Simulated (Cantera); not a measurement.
Input (Python, Cantera) and output of one run.

```python
import numpy as np
import cantera as ct

gas_names = """
    H HO2 H2 H2O H2O2 Li LiH LiO LiOH Li2 Li2O Li2O2 Li2O2H2 O OH O2 O3
""".split()
cond_names = """
    H2O(s) H2O(L) Li(cr) Li(L) LiH(s) LiH(L) LiOH(s) LiOH(L) Li2O(s) Li2O(L)
""".split()


# ... load() reads the species with a 1 bar reference pressure and builds the phases ...
atoms = {
    'LiOH': {'Li': 1, 'O': 1, 'H': 1},
    'H2': {'H': 2},
    'O2': {'O': 2},
}
top_T = {}  # K; cautious upper limits of use, not melting points


# ... equilibrate(T, P, feed) seeds the gas with the atoms and calls Mixture.equilibrate('TP', solver="vcs", rtol=1e-11, max_steps=5000) ...
results = []
feed = {'LiOH': 1, 'H2': 0.1, 'O2': 0.059}  # mol
P = 2000  # Pa
for T in [1748, 1773, 1798, 1823, 1848, 1873, 1898]:
    mix = equilibrate(T, P, feed)
    results.append((T, P, feed, dict(zip(mix.species_names, mix.species_moles))))

top = {s: max(r[3][s] / sum(r[3][g] for g in gas_names) for r in results) for s in gas_names}
cols = sorted((s for s in top if top[s] > 1e-06), key=lambda s: -top[s])[:9]
seen = [c for c in cond_names if any(r[3].get(c, 0) > 1e-12 for r in results)]
print("log10 of partial pressures in bar; condensed amounts in mol")
print(f"{'T/K':>10s}" + "".join(f"{s[:9]:>10s}" for s in cols + seen))
for T, P, feed, n in results:
    ng = sum(n[g] for g in gas_names)
    print(f"{T:10.4g}" + "".join(f"{np.log10(max(n[s] / ng * P / 1e5, 1e-99)):10.3f}" for s in cols)
          + "".join(f"{n.get(c, 0):10.4g}" for c in seen))
```

Output:

```
log10 of partial pressures in bar; condensed amounts in mol
       T/K      LiOH       H2O      Li2O        Li        O2        OH        H2   Li2O2H2       LiO   Li2O(s)
      1748    -1.823    -2.349    -3.714    -4.204    -3.710    -4.735    -4.980    -4.763    -5.469    0.1129
      1773    -1.801    -2.450    -3.548    -4.019    -3.711    -4.717    -4.974    -4.822    -5.316   0.06885
      1798    -1.784    -2.558    -3.387    -3.841    -3.703    -4.702    -4.984    -4.890    -5.166    0.0252
      1823    -1.779    -2.623    -3.292    -3.701    -3.684    -4.665    -4.957    -4.976    -5.048         0
      1848    -1.781    -2.618    -3.283    -3.609    -3.661    -4.593    -4.867    -5.076    -4.974         0
      1873    -1.785    -2.613    -3.276    -3.520    -3.636    -4.523    -4.780    -5.175    -4.901         0
      1898    -1.788    -2.608    -3.270    -3.435    -3.608    -4.454    -4.696    -5.272    -4.830         0
```

Equilibrium computed with Cantera from the NASA thermochemical tables; the gas is ideal and each condensed phase is pure.
